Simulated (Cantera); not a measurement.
A closed system holds: 1 mol B, 0.12 mol HCl, equilibrated at 1700 K and 0.390 bar.

Method: chemical equilibrium by Gibbs-energy minimisation in Cantera with the NASA 1993 tables (ideal gas, pure condensed phases). Candidate condensed phases: B; 13 gas species. The tables' values for BCl₂, BCl, BH₂ are old estimates; treat these amounts as uncertain. Gases not in the tables: BHCl₂. Equilibrium is a limit: real reactors are often held back by kinetics, nucleation or transport.

Base state: HCl 0.409, H₂ 0.352, BCl₃ 0.230, BCl₂ 0.00699, BCl 0.00223, H 0.000140, Cl 0.000126, BH₂ 2.15e-5 (mole fractions); condensed: B(s).

Task: What changes in the equilibrium state with this change: pressure from 0.390 bar to 12.0 mbar?

Result: 
| species | before | after |
|---|---|---|
| HCl | 0.409 | 0.548 |
| H₂ | 0.352 | 0.259 |
| BCl₃ | 0.230 | 0.154 |
| BCl | 0.00223 | 0.0199 |
| BCl₂ | 0.00699 | 0.0171 |
| Cl | 0.000126 | 0.00113 |
| H | 0.000140 | 0.000684 |
| BH₂ | 2.15e-5 | 1.58e-5 |
| B(s), mol | 0.974 | 0.978 |
The tables' values for BCl, BCl₂, BH₂ are old estimates; treat these amounts as uncertain.
